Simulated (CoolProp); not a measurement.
Computed with CoolProp (reference Helmholtz-energy equation of state, Rui 2013).

For R236EA, give the phase and the density (kg/m³), isothermal compressibility (1/MPa), expansivity (1/kK), fugacity coefficient at 248 K and 0.307 bar.


- 248 K and 0.307 bar: liquid; density 1570, isothermal compressibility 0.00141, expansivity 1.76, fugacity coefficient 0.743
